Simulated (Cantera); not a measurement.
Input: 1 mol Fe(CO)₅, a varied amount of O₂, 0.52 mol H₂, held at 1.33 mbar.

Points: T (K) = 948, 973, 998, 1023, 1048, 1073, 1098, 1123, 1148, 1173, 1198, 1223, 1248; n(O2) (mol) = 0.015, 0.023, 0.036, 0.057, 0.088, 0.14, 0.21, 0.33, 0.52, 0.81, 1.3.

Cantera's Mixture.equilibrate('TP', solver="vcs", rtol=1e-11, max_steps=5000) on the NASA tables stopped like this:

```
ERROR: FAILURE its = 5001!

*******************************************************************************
CanteraError thrown by MultiPhase::equilibrate:
VCS solver failed. Return code: -1
*******************************************************************************
```

### Question
What got this run through?

### Answer
One answer among several that fit: The failure is numerical, not chemical. The same input converged with solver="gibbs", rtol=1e-10, max_steps=50000, and the result passed a check of the equilibrium conditions:
```
    948      0.015  Fe(a)
    948      0.023  Fe(a)
    948      0.036  Fe(a)
    948      0.057  Fe(a)
    948      0.088  Fe(a)
    948       0.14  Fe(a)
    948       0.21  Fe(a)
    948       0.33  Fe(a)
    948       0.52  Fe(a)
    948       0.81  Fe(a) + FeO(s)
    948        1.3  FeO(s)
    973      0.015  Fe(a)
    973      0.023  Fe(a)
    973      0.036  Fe(a)
    973      0.057  Fe(a)
    973      0.088  Fe(a)
    973       0.14  Fe(a)
    973       0.21  Fe(a)
    973       0.33  Fe(a)
    973       0.52  Fe(a)
    973       0.81  Fe(a) + FeO(s)
    973        1.3  FeO(s)
    998      0.015  Fe(a)
    998      0.023  Fe(a)
    998      0.036  Fe(a)
    998      0.057  Fe(a)
    998      0.088  Fe(a)
    998       0.14  Fe(a)
    998       0.21  Fe(a)
    998       0.33  Fe(a)
    998       0.52  Fe(a)
    998       0.81  Fe(a) + FeO(s)
    998        1.3  FeO(s)
   1023      0.015  Fe(a)
   1023      0.023  Fe(a)
   1023      0.036  Fe(a)
   1023      0.057  Fe(a)
   1023      0.088  Fe(a)
   1023       0.14  Fe(a)
   1023       0.21  Fe(a)
   1023       0.33  Fe(a)
   1023       0.52  Fe(a)
   1023       0.81  Fe(a) + FeO(s)
   1023        1.3  FeO(s)
   1048      0.015  Fe(a)
   1048      0.023  Fe(a)
   1048      0.036  Fe(a)
   1048      0.057  Fe(a)
   1048      0.088  Fe(a)
   1048       0.14  Fe(a)
   1048       0.21  Fe(a)
   1048       0.33  Fe(a)
   1048       0.52  Fe(a)
   1048       0.81  Fe(a) + FeO(s)
   1048        1.3  FeO(s)
   1073      0.015  Fe(a)
   1073      0.023  Fe(a)
   1073      0.036  Fe(a)
   1073      0.057  Fe(a)
   1073      0.088  Fe(a)
   1073       0.14  Fe(a)
   1073       0.21  Fe(a)
   1073       0.33  Fe(a)
   1073       0.52  Fe(a) + FeO(s)
   1073       0.81  Fe(a) + FeO(s)
   1073        1.3  FeO(s)
   1098      0.015  Fe(a)
   1098      0.023  Fe(a)
   1098      0.036  Fe(a)
   1098      0.057  Fe(a)
   1098      0.088  Fe(a)
   1098       0.14  Fe(a)
   1098       0.21  Fe(a)
   1098       0.33  Fe(a)
   1098       0.52  Fe(a) + FeO(s)
   1098       0.81  Fe(a) + FeO(s)
   1098        1.3  FeO(s)
   1123      0.015  Fe(a)
   1123      0.023  Fe(a)
   1123      0.036  Fe(a)
   1123      0.057  Fe(a)
   1123      0.088  Fe(a)
   1123       0.14  Fe(a)
   1123       0.21  Fe(a)
   1123       0.33  Fe(a)
   1123       0.52  Fe(a) + FeO(s)
   1123       0.81  Fe(a) + FeO(s)
   1123        1.3  FeO(s)
   1148      0.015  Fe(a)
   1148      0.023  Fe(a)
   1148      0.036  Fe(a)
   1148      0.057  Fe(a)
   1148      0.088  Fe(a)
   1148       0.14  Fe(a)
   1148       0.21  Fe(a)
   1148       0.33  Fe(a)
   1148       0.52  Fe(a) + FeO(s)
   1148       0.81  Fe(a) + FeO(s)
   1148        1.3  FeO(s)
   1173      0.015  Fe(a)
   1173      0.023  Fe(a)
   1173      0.036  Fe(a)
   1173      0.057  Fe(a)
   1173      0.088  Fe(a)
   1173       0.14  Fe(a)
   1173       0.21  Fe(a)
   1173       0.33  Fe(a)
   1173       0.52  Fe(a) + FeO(s)
   1173       0.81  Fe(a) + FeO(s)
   1173        1.3  FeO(s)
   1198      0.015  Fe(c)
   1198      0.023  Fe(c)
   1198      0.036  Fe(c)
   1198      0.057  Fe(c)
   1198      0.088  Fe(c)
   1198       0.14  Fe(c)
   1198       0.21  Fe(c)
   1198       0.33  Fe(c)
   1198       0.52  Fe(c) + FeO(s)
   1198       0.81  Fe(c) + FeO(s)
   1198        1.3  FeO(s)
   1223      0.015  Fe(c)
   1223      0.023  Fe(c)
   1223      0.036  Fe(c)
   1223      0.057  Fe(c)
   1223      0.088  Fe(c)
   1223       0.14  Fe(c)
   1223       0.21  Fe(c)
   1223       0.33  Fe(c)
   1223       0.52  Fe(c) + FeO(s)
   1223       0.81  Fe(c) + FeO(s)
   1223        1.3  FeO(s)
   1248      0.015  Fe(c)
   1248      0.023  Fe(c)
   1248      0.036  Fe(c)
   1248      0.057  Fe(c)
   1248      0.088  Fe(c)
   1248       0.14  Fe(c)
   1248       0.21  Fe(c)
   1248       0.33  Fe(c)
   1248       0.52  Fe(c) + FeO(s)
   1248       0.81  Fe(c) + FeO(s)
   1248        1.3  FeO(s)
```

The gas is ideal and each condensed phase is pure. Mutual solubility and eutectic melting of coexisting phases are not modelled. The tables' stoichiometric FeO is somewhat more stable than real wüstite, so its field is too wide. FeO: taken at fixed stoichiometry.
